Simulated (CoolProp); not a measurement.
Values from CoolProp's reference Helmholtz-energy equation of state, Span 1996.

Q: Give the vapour pressure (bar), vapour density (kg/m³), enthalpy of vaporisation (kJ/kg), vapour viscosity (µPa s) of saturated carbon dioxide at 240, 268.2 K.

A: 
```json
[
 {"T (K)": "240", "p (bar)": "12.8", "vapour density (kg/m³)": "33.3", "enthalpy of vaporisation (kJ/kg)": "310", "vapour viscosity (µPa s)": "12.1"},
 {"T (K)": "268.2", "p (bar)": "30.5", "vapour density (kg/m³)": "83.5", "enthalpy of vaporisation (kJ/kg)": "245", "vapour viscosity (µPa s)": "14.1"}
]
```

Viscosity comes from a separate model (Laesecke 2017).
